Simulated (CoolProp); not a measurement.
Properties of R113 along the isobar 1.01 bar.

The numbers come from the reference Helmholtz-energy equation of state, Marx 1992 in CoolProp.

```json
[
 {"T (°C)": "-25.25", "phase": "liquid", "density (kg/m³)": "1680", "cv (kJ/(kg K))": "0.6283", "speed of sound (m/s)": "871.3", "Joule-Thomson coefficient (K/MPa)": "-0.4496", "fugacity coefficient": "0.03770"},
 {"T (°C)": "5.35", "phase": "liquid", "density (kg/m³)": "1610", "cv (kJ/(kg K))": "0.6522", "speed of sound (m/s)": "765.5", "Joule-Thomson coefficient (K/MPa)": "-0.4120", "fugacity coefficient": "0.1904"},
 {"T (°C)": "35.95", "phase": "liquid", "density (kg/m³)": "1537", "cv (kJ/(kg K))": "0.6791", "speed of sound (m/s)": "663.3", "Joule-Thomson coefficient (K/MPa)": "-0.3579", "fugacity coefficient": "0.6520"},
 {"T (°C)": "66.55", "phase": "gas", "density (kg/m³)": "6.932", "cv (kJ/(kg K))": "0.6519", "speed of sound (m/s)": "123.2", "Joule-Thomson coefficient (K/MPa)": "24.62", "fugacity coefficient": "0.9679"},
 {"T (°C)": "97.15", "phase": "gas", "density (kg/m³)": "6.303", "cv (kJ/(kg K))": "0.6766", "speed of sound (m/s)": "129.5", "Joule-Thomson coefficient (K/MPa)": "18.57", "fugacity coefficient": "0.9758"},
 {"T (°C)": "127.75", "phase": "gas", "density (kg/m³)": "5.788", "cv (kJ/(kg K))": "0.6998", "speed of sound (m/s)": "135.2", "Joule-Thomson coefficient (K/MPa)": "14.77", "fugacity coefficient": "0.9812"},
 {"T (°C)": "158.35", "phase": "gas", "density (kg/m³)": "5.355", "cv (kJ/(kg K))": "0.7211", "speed of sound (m/s)": "140.7", "Joule-Thomson coefficient (K/MPa)": "12.14", "fugacity coefficient": "0.9852"},
 {"T (°C)": "188.95", "phase": "gas", "density (kg/m³)": "4.986", "cv (kJ/(kg K))": "0.7405", "speed of sound (m/s)": "145.9", "Joule-Thomson coefficient (K/MPa)": "10.21", "fugacity coefficient": "0.9881"},
 {"T (°C)": "219.55", "phase": "gas", "density (kg/m³)": "4.665", "cv (kJ/(kg K))": "0.7580", "speed of sound (m/s)": "150.8", "Joule-Thomson coefficient (K/MPa)": "8.727", "fugacity coefficient": "0.9904"}
]
```
